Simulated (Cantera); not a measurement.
What does this Cantera script print?

```python
import numpy as np
import cantera as ct

gas = ct.Solution("gri30.yaml")


def delay(T, t_max=10):
    gas.TPX = T, 540000, {'CH4': 1, 'O2': 1.54, 'N2': 5.78}
    reactor = ct.IdealGasReactor(gas, clone=False)
    net = ct.ReactorNet([reactor])
    net.rtol, net.atol = 1e-8, 1e-16
    while net.time < t_max:
        t_old, T_old = net.time, reactor.T
        net.step()
        if reactor.T > T + 400:  # ignition: a rise of 400 K
            return t_old + (T + 400 - T_old) / (reactor.T - T_old) * (net.time - t_old)
    return np.nan


taus = []
for T in [1125, 1200, 1275, 1350, 1425]:
    taus.append(delay(T))
    print(f"T0 = {T:6g} K   tau = {taus[-1]:.4e} s")

# d ln(tau) / d ln(k), from doubling and halving each rate constant
T, sens = 1275, []
for i in range(gas.n_reactions):
    gas.set_multiplier(2.0, i)
    up = delay(T)
    gas.set_multiplier(0.5, i)
    down = delay(T)
    gas.set_multiplier(1.0, i)
    sens.append((np.log(up / down) / np.log(4.0), gas.reaction(i).equation))
sens.sort(key=lambda x: -abs(x[0]))
print(f"sensitivities at {T} K")
for s, eq in sens[:10]:
    print(f"{s:8.3f}  {eq}")
```

Output:

```
T0 =   1125 K   tau = 2.7496e-02 s
T0 =   1200 K   tau = 1.0011e-02 s
T0 =   1275 K   tau = 3.9072e-03 s
T0 =   1350 K   tau = 1.6218e-03 s
T0 =   1425 K   tau = 7.1046e-04 s
sensitivities at 1275 K
   0.536  2 CH3 (+M) <=> C2H6 (+M)
  -0.343  CH3 + O2 <=> CH3O + O
  -0.340  CH3 + O2 <=> CH2O + OH
  -0.316  CH2O + O2 <=> HCO + HO2
  -0.265  CH3 + HO2 <=> CH3O + OH
   0.230  CH4 + H <=> CH3 + H2
  -0.183  H + O2 <=> O + OH
  -0.159  CH3O + O2 <=> CH2O + HO2
  -0.159  CH2O + CH3 <=> CH4 + HCO
   0.130  CH2O + H (+M) <=> CH3O (+M)
```

Cantera simulation using GRI-Mech 3.0 (53 species, 325 reactions); the numbers are that mechanism's predictions, not measurements.
